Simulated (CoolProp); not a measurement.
Properties of the fluoroketone C6F12O (FK-5-1-12) along the isotherm 226.85 °C (Tc = 168.7 °C, pc = 1869 kPa, ω = 0.471).

The numbers come from the reference Helmholtz-energy equation of state, McLinden 2015 in CoolProp.

| p (kPa) | phase | Z | cv (kJ/(kg K)) | Joule-Thomson coefficient (K/MPa) | isothermal compressibility (1/MPa) |
|---|---|---|---|---|---|
| 2.96 | gas | 0.9997 | 1.038 | 5.539 | 338.0 |
| 4.34 | gas | 0.9995 | 1.038 | 5.540 | 230.5 |
| 6.37 | gas | 0.9992 | 1.038 | 5.541 | 157.1 |
| 9.35 | gas | 0.9989 | 1.038 | 5.544 | 107.1 |
| 13.7 | gas | 0.9984 | 1.038 | 5.547 | 73.11 |
| 20.1 | gas | 0.9976 | 1.038 | 5.552 | 49.87 |
| 29.6 | gas | 0.9965 | 1.038 | 5.559 | 33.90 |
| 43.4 | gas | 0.9949 | 1.039 | 5.570 | 23.16 |
| 63.7 | gas | 0.9925 | 1.039 | 5.585 | 15.82 |
| 93.5 | gas | 0.9889 | 1.039 | 5.609 | 10.81 |
| 137 | gas | 0.9838 | 1.039 | 5.643 | 7.420 |
| 201 | gas | 0.9762 | 1.040 | 5.696 | 5.097 |
| 296 | gas | 0.9649 | 1.041 | [?] | [?] |
| 434 | gas | 0.9483 | [?] | 5.900 | [?] |
| 637 | gas | 0.9236 | 1.045 | 6.096 | 1.703 |
| 935 | gas | 0.8864 | 1.049 | 6.418 | 1.213 |

Task: Complete the blanks.

Result: 
- 296, Joule-Thomson coefficient (K/MPa): 5.776
- 296, isothermal compressibility (1/MPa): 3.502
- 434, cv (kJ/(kg K)): 1.043
- 434, isothermal compressibility (1/MPa): 2.431
